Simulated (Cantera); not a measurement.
Silicon oxide and oxynitride deposition: SiF₄ + O₃ + H₂

A closed system holds: 1 mol SiF₄, 4 mol O₃, 39 mol H₂, held at 1023 K and 1.33 mbar.

Equilibrium computed with Cantera from the NASA thermochemical tables; the gas is ideal and each condensed phase is pure. Candidate condensed phases: H₂O, Si, SiO₂; 38 gas species. Rates play no part.

```json
{
  "x(H₂)": "0.659",
  "x(H₂O)": "0.244",
  "x(HF)": "0.0975",
  "x(SiF₄)": "6.92e-6",
  "n(SiO₂(β-quartz))": "1.000 mol",
  "gas_amount": "41.00 mol",
  "log10 activity of Si(s) (absent)": "-16.68"
}
```
